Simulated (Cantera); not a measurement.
A Cantera script and what it prints.

```python
import numpy as np
import cantera as ct

gas_names = """
    CL CLO CL2 Fe FeCL FeCL2 FeCL3 FeO Fe(OH)2 Fe2CL4 Fe2CL6 H HCL HNO HNO2 HNO3 HOCL HO2 H2 H2O H2O2 N
    NH NH2 NH3 NH2OH NO NO2 NO3 N2 N2H2 N2H4 N2O O OH O2 O3
""".split()
cond_names = """
    Fe(a) Fe(c) Fe(d) Fe(L) FeCL2(s) FeCL2(L) FeCL3(s) FeCL3(L) FeO(s) FeO(L) Fe(OH)2(s) Fe(OH)3(s)
    Fe2O3(s) Fe3O4(s) H2O(s) H2O(L) NH4CL(a) NH4CL(b)
""".split()


# ... load() reads the species with a 1 bar reference pressure and builds the phases ...
atoms = {
    'FeCl3': {'Fe': 1, 'CL': 3},
    'H2O': {'H': 2, 'O': 1},
    'N2': {'N': 2},
}
top_T = {'Fe2O3(s)': 1830, 'Fe3O4(s)': 1870}  # K; cautious upper limits of use, not melting points


# ... equilibrate(T, P, feed) seeds the gas with the atoms and calls Mixture.equilibrate('TP', solver="vcs", rtol=1e-11, max_steps=5000) ...
results = []
T = 1200  # K
P = 0.1  # Pa
for m in [1.9, 2.8, 3.6, 4.5, 5.3, 6.2, 7, 7.9, 8.7, 9.6, 10, 11, 12]:
    feed = {'FeCl3': 1, 'H2O': m, 'N2': 150}  # mol
    mix = equilibrate(T, P, feed)
    results.append((T, P, feed, dict(zip(mix.species_names, mix.species_moles))))

top = {s: max(r[3][s] / sum(r[3][g] for g in gas_names) for r in results) for s in gas_names}
cols = sorted((s for s in top if top[s] > 0.001), key=lambda s: -top[s])[:5]
seen = [c for c in cond_names if any(r[3].get(c, 0) > 1e-12 for r in results)]
print("log10 of partial pressures in bar; condensed amounts in mol")
print(f"{'n(H2O)':>10s}" + "".join(f"{s[:9]:>10s}" for s in cols + seen))
for T, P, feed, n in results:
    ng = sum(n[g] for g in gas_names)
    print(f"{feed['H2O']:10.4g}" + "".join(f"{np.log10(max(n[s] / ng * P / 1e5, 1e-99)):10.3f}" for s in cols)
          + "".join(f"{n.get(c, 0):10.4g}" for c in seen))
```

Output:

```
log10 of partial pressures in bar; condensed amounts in mol
    n(H2O)        N2       H2O       HCL        CL     FeCL2  Fe3O4(s)
       1.9    -6.010    -8.329    -7.814    -8.822    -8.876    0.2652
       2.8    -6.013    -8.011    -7.776    -8.944    -9.117     0.294
       3.6    -6.015    -7.837    -7.763    -9.016    -9.266    0.3053
       4.5    -6.017    -7.698    -7.755    -9.077    -9.392    0.3122
       5.3    -6.020    -7.604    -7.752    -9.119    -9.481     0.316
       6.2    -6.022    -7.517    -7.750    -9.159    -9.564     0.319
         7    -6.024    -7.453    -7.750    -9.189    -9.628    0.3209
       7.9    -6.027    -7.392    -7.750    -9.219    -9.691    0.3225
       8.7    -6.029    -7.343    -7.750    -9.243    -9.740    0.3236
       9.6    -6.031    -7.296    -7.751    -9.267    -9.790    0.3246
        10    -6.032    -7.276    -7.751    -9.277    -9.811     0.325
        11    -6.035    -7.231    -7.753    -9.300    -9.859    0.3258
        12    -6.038    -7.190    -7.754    -9.321    -9.903    0.3265
```

Method: chemical equilibrium by Gibbs-energy minimisation in Cantera with the NASA 1993 tables (ideal gas, pure condensed phases).
